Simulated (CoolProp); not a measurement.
Vapour-liquid equilibrium of sulfur hexafluoride (1) + R113 (2) at 6.95 °C; x and y are mole fractions of (1).

Model: multi-fluid Helmholtz-energy mixture model, Guder 2009 and Marx 1992; pair parameters Bell 2016, in CoolProp.

Problem. Give the bubble pressure and the first vapour's composition at x = 0.05, 0.8, 0.95. Is there an azeotrope?

Solution. x = 0.05: 0.1574 MPa, y = 0.863; x = 0.8: 1.025 MPa, y = 0.994; x = 0.95: 1.397 MPa, y = 0.999. No azeotrope shows between x = 0.05 and 0.95.

Pair parameters are fitted to limited data, so mixtures are less certain than the pure fluids. The gap from Raoult's law changes sign with composition, which may be real or a fault of the pair parameters; it wasn't checked against measurements. With so large a gap from Raoult's law the liquid may split in two, which this calculation doesn't test in full.
